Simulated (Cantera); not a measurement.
Mixture: 3.19 % CH4, 5.10 % H2, 19.3 % O2, 72.4 % N2, equivalence ratio 0.46, at 0.484 atm, adiabatic and at constant pressure. Ignition delay is the time to a rise of 400 K.

Detailed kinetics in Cantera: GRI-Mech 3.0 (53 species, 325 reactions).

Q: Predict: delay at 1075 K; delay at 1175 K; delay at 1275 K; delay at 1375 K; delay at 1475 K; delay at 1575 K; apparent activation energy between 1375 and 1575 K.

A: 
```json
{
 "delay at 1075 K": "1.61 ms",
 "delay at 1175 K": "0.619 ms",
 "delay at 1275 K": "0.307 ms",
 "delay at 1375 K": "0.181 ms",
 "delay at 1475 K": "0.119 ms",
 "delay at 1575 K": "82.9 µs",
 "apparent activation energy between 1375 and 1575 K": "70 kJ/mol"
}
```
